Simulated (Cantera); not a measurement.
A perfectly stirred reactor is fed with 2.99 % CH4, 3.89 % C2H6, 19.6 % O2, 73.5 % N2, equivalence ratio 1.0, at 2.40 bar; it is adiabatic with a 475 K inlet, and is followed from long to short residence time, starting on the burning branch (τ in s: 0.022, 0.01, 0.0047, 0.0022, 0.001, 0.00048, 0.00022, 0.0001, 4.8e-05).

Computed with Cantera and GRI-Mech 3.0 (53 species, 325 reactions).

x: mole fraction; the columns are a selection and need not sum to one.

```
τ (s)    T (K)       x CH4      x C2H6        x O2  x H2O       x HCO
-------  -----  ----------  ----------  ----------  -----  ----------
0.022     2341     2.25e-6     2.40e-7     0.00758  0.164     5.30e-8
0.010     2324     4.10e-6     5.20e-7     0.00862  0.163     1.11e-7
0.0047    2300     6.98e-6     1.08e-6      0.0100  0.161     2.28e-7
0.0022    2266     1.17e-5     2.21e-6      0.0118  0.159     4.72e-7
0.0010    2221     2.04e-5     4.57e-6      0.0141  0.156     1.01e-6
0.00048   2172  (withheld)  (withheld)  (withheld)  0.153  (withheld)
0.00022   2113  (withheld)  (withheld)  (withheld)  0.150  (withheld)
0.00010   2047    0.000144     3.92e-5      0.0232  0.147     9.66e-6
4.8e-5    1973    0.000341     9.16e-5      0.0289  0.144     2.05e-5
```

Question: Fill in the missing entries.

Answer: 
- 0.00048, x CH4: 3.55e-5
- 0.00048, x C2H6: 8.89e-6
- 0.00048, x O2: 0.0165
- 0.00048, x HCO: 2.07e-6
- 0.00022, x CH4: 6.79e-5
- 0.00022, x C2H6: 1.82e-5
- 0.00022, x O2: 0.0194
- 0.00022, x HCO: 4.43e-6
